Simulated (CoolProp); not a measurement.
The numbers come from the reference Helmholtz-energy equation of state, Thol 2015 in CoolProp.

Question: For 1,2-dichloroethane, give the phase and the speed of sound (m/s), expansivity (1/kK) at 404.5 K and 32.4 bar; 489.4 K and 32.4 bar.

Answer: 
- 404.5 K and 32.4 bar: liquid; speed of sound 806, expansivity 1.63
- 489.4 K and 32.4 bar: liquid; speed of sound 482, expansivity 2.88
